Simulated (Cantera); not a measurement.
Cantera run:

```python
import numpy as np
import cantera as ct

gas_names = """
    H H2 N NH NH2 NH3 N2 N2H2 N2H4 Si SiH SiH2 SiH3 SiH4 SiN Si2 Si2N Si3
""".split()
cond_names = """
    Si(cr) Si(L) Si3N4(a)
""".split()


# ... load() reads the species with a 1 bar reference pressure and builds the phases ...
atoms = {
    'trisilylamine': {'Si': 3, 'N': 1, 'H': 9},
    'NH3': {'N': 1, 'H': 3},
}
top_T = {'Si3N4(a)': 2400}  # K; cautious upper limits of use, not melting points


# ... equilibrate(T, P, feed) seeds the gas with the atoms and calls Mixture.equilibrate('TP', solver="vcs", rtol=1e-11, max_steps=5000) ...
results = []
T = 1350  # K
P = 10000  # Pa
for m in [1.1, 4.1, 7, 10, 13, 16, 19, 22, 25]:
    feed = {'trisilylamine': 1, 'NH3': m}  # mol
    mix = equilibrate(T, P, feed)
    results.append((T, P, feed, dict(zip(mix.species_names, mix.species_moles))))

top = {s: max(r[3][s] / sum(r[3][g] for g in gas_names) for r in results) for s in gas_names}
cols = sorted((s for s in top if top[s] > 1e-06), key=lambda s: -top[s])[:6]
seen = [c for c in cond_names if any(r[3].get(c, 0) > 1e-12 for r in results)]
print("log10 of partial pressures in bar; condensed amounts in mol")
print(f"{'n(NH3)':>10s}" + "".join(f"{s[:9]:>10s}" for s in cols + seen))
for T, P, feed, n in results:
    ng = sum(n[g] for g in gas_names)
    print(f"{feed['NH3']:10.4g}" + "".join(f"{np.log10(max(n[s] / ng * P / 1e5, 1e-99)):10.3f}" for s in cols)
          + "".join(f"{n.get(c, 0):10.4g}" for c in seen))
```

It prints:

```
log10 of partial pressures in bar; condensed amounts in mol
    n(NH3)        H2        N2         H       NH3    Si(cr)  Si3N4(a)
       1.1    -1.000    -5.752    -6.123    -8.366     1.425    0.5249
       4.1    -1.022    -2.309    -6.134    -6.677         0         1
         7    -1.054    -1.929    -6.150    -6.536         0         1
        10    -1.072    -1.818    -6.159    -6.506         0         1
        13    -1.082    -1.763    -6.164    -6.495         0         1
        16    -1.089    -1.731    -6.167    -6.490         0         1
        19    -1.094    -1.710    -6.170    -6.486         0         1
        22    -1.098    -1.694    -6.172    -6.484         0         1
        25    -1.101    -1.683    -6.173    -6.483         0         1
```

Cantera equilibrium calculation (NASA polynomials, part measured and part estimated; ideal gas, pure solids and liquids). The feed counts by its element totals alone. Mutual solubility and eutectic melting of coexisting phases are not modelled.
